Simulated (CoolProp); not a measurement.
Vapour-liquid equilibrium of carbon dioxide (1) + R123 (2) at -39.85 °C; x and y are mole fractions of (1).

Values from CoolProp's multi-fluid Helmholtz-energy mixture model, Span 1996 and Younglove 1994; pair parameters Bell 2016.

| x | bubble pressure, mixture model (MPa) | bubble pressure, Raoult's law (MPa) | y, mixture model | y, Raoult's law |
|---|---|---|---|---|
| 0.05 | 0.04165 | 0.05393 | 0.916 | 0.936 |
| 0.125 | 0.09585 | 0.1294 | 0.965 | 0.976 |
| 0.2 | 0.1498 | 0.2049 | 0.979 | 0.986 |
| 0.275 | 0.2061 | 0.2804 | 0.986 | 0.991 |
| 0.35 | 0.2668 | 0.3559 | 0.990 | 0.993 |
| 0.425 | 0.3333 | 0.4313 | 0.993 | 0.995 |
| 0.5 | 0.4065 | 0.5068 | 0.995 | 0.996 |
| 0.575 | 0.4866 | 0.5823 | 0.996 | 0.997 |
| 0.65 | 0.5733 | 0.6578 | 0.997 | 0.998 |
| 0.725 | 0.6653 | 0.7333 | 0.998 | 0.999 |
| 0.8 | 0.7605 | 0.8088 | 0.999 | 0.999 |
| 0.875 | 0.8563 | 0.8842 | 0.999 | 0.999 |
| 0.95 | 0.9500 | 0.9597 | 1.000 | 1.000 |

The largest gap from Raoult's law is -26.9 % in bubble pressure, at x = 0.2. No azeotrope shows between x = 0.05 and 0.95.

Pair parameters are fitted to limited data, so mixtures are less certain than the pure fluids.
